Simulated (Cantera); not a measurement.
A perfectly stirred reactor is fed with 14.7 % C2H6, 85.3 % N2, at 13300 Pa; it is held at 1275 K, and followed from long to short residence time.

Cantera simulation using GRI-Mech 3.0 (53 species, 325 reactions); the numbers are that mechanism's predictions, not measurements. GRI-Mech 3.0 stops at C3 and has no aromatics, soot or wall deposition, so with more carbon than oxygen in the feed, carbon stays in small species such as C2H2 where larger ones or solid carbon would form.

x: mole fraction; the columns are a selection and need not sum to one.

```csv
τ (s),x C2H6,x CH2,x C2H2,x C2H4,x CH3
0.56,0.00319,(withheld),0.0713,0.0322,4.59e-5
0.19,0.00782,(withheld),0.0527,0.0487,7.16e-5
0.067,0.0191,(withheld),0.0312,0.0639,0.000112
0.023,0.0459,(withheld),0.0128,0.0643,0.000173
0.0080,0.0879,1.95e-8,0.00332,0.0426,0.000231
0.0028,0.122,2.05e-8,0.000541,0.0188,0.000252
0.00096,0.139,(withheld),5.19e-5,0.00599,0.000218
```

Some entries are withheld; supply them.


- 0.56, x CH2: 1.92e-9
- 0.19, x CH2: 3.94e-9
- 0.067, x CH2: 7.78e-9
- 0.023, x CH2: 1.39e-8
- 0.00096, x CH2: 1.51e-8
